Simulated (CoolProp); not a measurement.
Vapour pressure (MPa) of ethanol: the reference equation beside estimates from Tc = 514.7 K, pc = 6.268 MPa, ω = 0.644. Clausius-Clapeyron is anchored at 340.6 K with a constant enthalpy of vaporisation of 39.93 kJ/mol.

Values from CoolProp's reference Helmholtz-energy equation of state, Schroeder 2014.

```json
[
 {"T (K)": "278.1", "reference": "0.002253", "Lee-Kesler": "0.001928", "Clausius-Clapeyron": "(withheld)", "van der Waals": "0.2892", "Redlich-Kwong": "0.03898", "Soave-Redlich-Kwong": "0.001907"},
 {"T (K)": "293.7", "reference": "(withheld)", "Lee-Kesler": "0.005526", "Clausius-Clapeyron": "0.006805", "van der Waals": "0.4049", "Redlich-Kwong": "0.07423", "Soave-Redlich-Kwong": "0.005484"},
 {"T (K)": "309.3", "reference": "0.01462", "Lee-Kesler": "(withheld)", "Clausius-Clapeyron": "0.01552", "van der Waals": "0.5493", "Redlich-Kwong": "(withheld)", "Soave-Redlich-Kwong": "(withheld)"},
 {"T (K)": "325", "reference": "0.03212", "Lee-Kesler": "0.03142", "Clausius-Clapeyron": "0.03286", "van der Waals": "0.7266", "Redlich-Kwong": "0.2151", "Soave-Redlich-Kwong": "0.03132"},
 {"T (K)": "340.6", "reference": "0.06466", "Lee-Kesler": "0.06437", "Clausius-Clapeyron": "0.06466", "van der Waals": "0.9372", "Redlich-Kwong": "0.3347", "Soave-Redlich-Kwong": "0.06429"},
 {"T (K)": "356.3", "reference": "0.1218", "Lee-Kesler": "(withheld)", "Clausius-Clapeyron": "0.1204", "van der Waals": "1.187", "Redlich-Kwong": "0.4985", "Soave-Redlich-Kwong": "0.1223"},
 {"T (K)": "371.9", "reference": "0.2147", "Lee-Kesler": "0.2160", "Clausius-Clapeyron": "0.2118", "van der Waals": "1.474", "Redlich-Kwong": "0.7122", "Soave-Redlich-Kwong": "0.2167"},
 {"T (K)": "387.5", "reference": "0.3590", "Lee-Kesler": "0.3600", "Clausius-Clapeyron": "0.3563", "van der Waals": "1.803", "Redlich-Kwong": "(withheld)", "Soave-Redlich-Kwong": "(withheld)"}
]
```

Question: Some entries are withheld; supply them.

Answer: 
- 278.1, Clausius-Clapeyron: 0.002719
- 293.7, reference: 0.006073
- 309.3, Lee-Kesler: 0.01389
- 309.3, Redlich-Kwong: 0.1304
- 309.3, Soave-Redlich-Kwong: 0.01382
- 356.3, Lee-Kesler: 0.1222
- 387.5, Redlich-Kwong: 0.9843
- 387.5, Soave-Redlich-Kwong: 0.3624

Absolute difference from the reference over all 8 rows, mean and median: Lee-Kesler 4.0 and 1.4 %, Clausius-Clapeyron 5.6 and 1.8 %, van der Waals 3541.9 and 1755.8 %, Redlich-Kwong 655.9 and 493.7 %, Soave-Redlich-Kwong 4.5 and 1.7 %.
